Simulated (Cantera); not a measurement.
An adiabatic, constant-volume homogeneous reactor starts with CO : H2 : CH4 : O2 : N2 = 1 : 0.3 : 0.083 : 1.12 : 4.2 (molar parts), at 1500 K and 180000 Pa. Integrator tolerance rtol = 1e-08.

Model: GRI-Mech 3.0 (53 species, 325 reactions), integrated in Cantera.

Question: What does this change do: constant pressure in place of constant volume?

Answer: 
| quantity | before | after |
|---|---|---|
| time of steepest temperature rise | 16.7 µs | 17.0 µs |
| temperature at 1.00 s | 2852 K | 2712 K |
| equilibrium temperature | 2852 K | 2712 K |
| x(CO) at 1.00 s | 0.0521 (gas-phase equilibrium 0.0521) | 0.0424 (gas-phase equilibrium 0.0424) |
| x(H2) at 1.00 s | 0.00372 (gas-phase equilibrium 0.00372) | 0.00305 (gas-phase equilibrium 0.00305) |
| x(CH4) at 1.00 s | <1e-12 (gas-phase equilibrium <1e-12) | <1e-12 (gas-phase equilibrium <1e-12) |
| x(H2O) at 1.00 s | 0.0605 (gas-phase equilibrium 0.0605) | 0.0637 (gas-phase equilibrium 0.0637) |
| x(CO2) at 1.00 s | 0.120 (gas-phase equilibrium 0.120) | 0.131 (gas-phase equilibrium 0.131) |
| x(HCN) at 1.00 s | 1.05e-9 (gas-phase equilibrium 1.05e-9) | 3.40e-10 (gas-phase equilibrium 3.40e-10) |

Question: What does this change do: initial temperature 1500 to 1373 K?

Answer: 
```
quantity                                                            before                                      after
---------------------------------  ---------------------------------------  -----------------------------------------
time of steepest temperature rise                                  16.7 µs                                    27.3 µs
temperature at 1.00 s                                               2852 K                                     2818 K
equilibrium temperature                                             2852 K                                     2818 K
x(CO) at 1.00 s                      0.0521 (gas-phase equilibrium 0.0521)      0.0466 (gas-phase equilibrium 0.0466)
x(H2) at 1.00 s                    0.00372 (gas-phase equilibrium 0.00372)    0.00329 (gas-phase equilibrium 0.00329)
x(CH4) at 1.00 s                     <1e-12 (gas-phase equilibrium <1e-12)      <1e-12 (gas-phase equilibrium <1e-12)
x(H2O) at 1.00 s                     0.0605 (gas-phase equilibrium 0.0605)      0.0624 (gas-phase equilibrium 0.0624)
x(CO2) at 1.00 s                       0.120 (gas-phase equilibrium 0.120)        0.126 (gas-phase equilibrium 0.126)
x(HCN) at 1.00 s                   1.05e-9 (gas-phase equilibrium 1.05e-9)  8.16e-10 (gas-phase equilibrium 8.16e-10)
```
